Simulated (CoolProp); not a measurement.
R404A along the isobar 12.7 MPa: density (kg/m³) from the reference equation and from simpler models built on Tc = 72.1 °C, pc = 3.735 MPa, ω = 0.293; each cubic takes its own stable root.

Values from CoolProp's reference Helmholtz-energy equation of state, Lemmon 2003. It is a pseudo-pure fit of the blend.

```csv
T (°C),phase,reference
36.25,liquid,1095
52.15,liquid,1039
68.05,liquid,978.1
83.85,supercritical,912.2
99.75,supercritical,839.7
115.65,supercritical,762.0
131.55,supercritical,682.3
147.45,supercritical,606.4
163.35,supercritical,539.7
179.15,supercritical,484.8
195.05,supercritical,439.9
210.95,supercritical,403.6
226.85,supercritical,373.9
```

Task: How far does each simpler model (van der Waals, Redlich-Kwong) lie from the reference over these 13 states: mean and median of the absolute difference, and the worst?

Result: 
- van der Waals: mean 17.9 %, median 17.2 %, worst -35.3 % at 36.25 °C and 12.7 MPa
- Redlich-Kwong: mean 7.8 %, median 7.7 %, worst -14.2 % at 36.25 °C and 12.7 MPa
